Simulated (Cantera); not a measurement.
Input: 1 mol MgO, 0.071 mol SO3, 1.1 mol H2O, held at 1.00 bar.

These are equilibrium values from Cantera (NASA tables, ideal gas, pure condensed phases), not measurements of a reactor. Candidate condensed phases: H2O, H2SO4, Mg, MgO, Mg(OH)2, MgS, MgSO4, S; 26 gas species. Mutual solubility and eutectic melting of coexisting phases are not modelled. Kinetics and transport are ignored.

**Question.** Which condensed phases are stable at each of these points (T (K)): 625, 725, 825, 925, 1025, 1125, 1225, 1325, 1425, 1525, 1625, 1725, 1825?

**Answer.** 
```
T (K)   condensed phases  Mg condensed (%)
-----  -----------------  ----------------
625    MgO(s) + MgSO4(s)             100.0
725    MgO(s) + MgSO4(s)             100.0
825    MgO(s) + MgSO4(s)             100.0
925    MgO(s) + MgSO4(s)             100.0
1025   MgO(s) + MgSO4(s)             100.0
1125   MgO(s) + MgSO4(s)             100.0
1225              MgO(s)             100.0
1325              MgO(s)             100.0
1425              MgO(s)             100.0
1525              MgO(s)             100.0
1625              MgO(s)             100.0
1725              MgO(s)             100.0
1825              MgO(s)             100.0
```

From 625 K to 1125 K the condensed part is MgO(s) + MgSO4(s). From 1225 K to 1825 K the condensed part is MgO(s).
